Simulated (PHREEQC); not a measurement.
A solution holds 0.16 mol FeSO4 per kg of water, at 20 °C. Closed to the air; pH follows from the charge balance.

Model: ion-association model, phreeqc.dat, run in PHREEQC.

Precipitation was switched off in this run.

**Question.** Predict the pH, ionic strength, density.

**Answer.** pH 5.89; ionic strength 0.342 mol/kgw; density 1.021 g/cm³.

**Question.** In which forms is Fe present?

**Answer.** Fe+2 53 %, FeSO4 47 % of the Fe.

Complexes and solids missing from the database can't appear.
